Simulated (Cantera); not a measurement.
Source: NASA polynomial tables (part measured, part estimated), evaluated in Cantera. Values are per mole of reaction as written; species without (g) are pure solids or liquids, kept so even where they would boil at 1 bar.

Q: Between 423 and 948 K, where is each reaction favourable under standard conditions?
- FeSO₄ → SO₂(g) + Fe + O₂(g)

A: 
- FeSO₄ → SO₂(g) + Fe + O₂(g): ΔG° is 480 kJ at 423 K and 299 kJ at 948 K; it stays positive (K < 1). ΔH° is 618 kJ and ΔS° 337 J/K at 948 K.
